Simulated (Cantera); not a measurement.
Feed: 1 mol Ti(OiPr)4, a varied amount of O2, 9.8 mol H2, held at 1600 °C and 0.690 bar.

Equilibrium computed with Cantera from the NASA thermochemical tables; the gas is ideal and each condensed phase is pure. Candidate condensed phases: C, C6H6, C7H8, C8H18, H2O, Ti, TiC, TiO, TiO2, Ti2O3, Ti3O5, Ti4O7; 113 gas species. The feed counts by its element totals alone. TiC: taken at fixed stoichiometry. Condensed phases not in the tables: Magnéli phases beyond Ti4O7. Gases not in the tables: TiO(OH)2. Equilibrium is a limit: real reactors are often held back by kinetics, nucleation or transport.

x: gas mole fraction; n: condensed amount in mol.

```csv
n(O2) (mol),x H2,x H2O,x CO,x CO2,x H,n C(graphite),n TiC(s),n Ti3O5(s),n TiO2(rutile)
0.83,0.807,2.15e-5,0.192,1.25e-6,0.000699,5.32,1.00,0,0
3.2,0.695,2.93e-5,0.304,3.13e-6,0.000648,0.579,1.00,0,0
5.5,0.631,0.0330,0.331,0.00421,0.000618,0,0,0.333,0
7.9,0.523,0.141,0.314,0.0207,?,0,0,0,1.000
10,0.425,0.239,0.295,0.0403,?,0,0,0,1.000
13,0.296,0.369,0.257,0.0781,?,0,0,0,1.000
15,0.218,0.447,0.223,0.112,?,0,0,0,1.000
17,0.148,0.516,0.181,0.154,?,0,0,0,1.000
20,0.0622,0.602,0.0998,0.235,?,0,0,0,1.000
```

What belongs in the gaps?


- 7.9, x H: 0.000563
- 10, x H: 0.000507
- 13, x H: 0.000423
- 15, x H: 0.000363
- 17, x H: 0.000299
- 20, x H: 0.000194
